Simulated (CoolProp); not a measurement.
Saturation properties of n-decane (Tc = 344.5 °C, pc = 2.101 MPa, ω = 0.488).

Values from CoolProp's reference Helmholtz-energy equation of state, Lemmon 2006. It is a short technical equation, of lower accuracy than the large ones.

```tsv
T (°C)	p (MPa)	liquid cp (kJ/(kg K))	vapour Z	liquid conductivity (mW/(m K))
106.95	0.01254	2.522	0.9857	109
121.05	0.02094	2.582	0.9792	106
135.25	0.03356	2.643	?	103
149.45	0.05173	2.704	0.9603	?
163.55	0.07683	2.765	0.9475	97.0
177.75	0.1110	?	0.9321	94.2
191.85	0.1558	2.891	0.9140	91.5
206.05	0.2140	2.956	0.8927	88.9
220.15	0.2871	3.024	0.8682	86.5
234.35	0.3787	3.095	0.8398	84.1
```

Task: Complete the blanks.

Result: 
- 135.25, vapour Z: 0.9708
- 149.45, liquid conductivity (mW/(m K)): 99.9
- 177.75, liquid cp (kJ/(kg K)): 2.828

It boils at 174.1 °C under 1 atm.

Thermal conductivity comes from a separate model (Huber 2005).
